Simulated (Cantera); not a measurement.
# CO + H₂O (carbon deposition, reforming and gasification)

A closed system holds: 1 mol CO, 3.1 mol H₂O, equilibrated at 0.0100 bar.

These are equilibrium values from Cantera (NASA tables, ideal gas, pure condensed phases), not measurements of a reactor. Candidate condensed phases: C, C₆H₆, C₇H₈, C₈H₁₈, H₂O; 110 gas species. Kinetics and transport are ignored.

From 1200 °C to 1850 °C nothing is condensed. The main C-bearing gas is CO₂ throughout.

```tsv
T (°C)	x H₂O	x CO₂	x H₂	x CO	x H	x OH	x O₂
1200	0.605	0.151	0.151	0.0930	4.91e-5	5.13e-6	2.76e-9
1250	0.608	0.148	0.148	0.0962	8.88e-5	1.13e-5	1.11e-8
1300	0.611	0.145	0.145	0.0991	0.000155	2.36e-5	4.11e-8
1350	0.614	0.142	0.142	0.102	0.000260	4.72e-5	1.40e-7
1400	0.616	0.140	0.139	0.104	0.000425	9.05e-5	4.45e-7
1450	0.618	0.137	0.137	0.107	0.000675	0.000167	1.32e-6
1500	0.620	0.135	0.135	0.109	0.00104	0.000298	3.70e-6
1550	0.622	0.133	0.132	0.111	0.00158	0.000515	9.77e-6
1600	0.623	0.131	0.130	0.113	0.00233	0.000865	2.45e-5
1650	0.624	0.129	0.128	0.114	0.00337	0.00141	5.86e-5
1700	0.623	0.127	0.126	0.116	0.00480	0.00225	0.000134
1750	0.622	0.125	0.125	0.117	0.00670	0.00349	0.000293
1800	0.620	0.123	0.123	0.119	0.00922	0.00529	0.000614
1850	0.615	0.121	0.122	0.120	0.0125	0.00783	0.00123
```
x: gas mole fraction; nothing condenses.
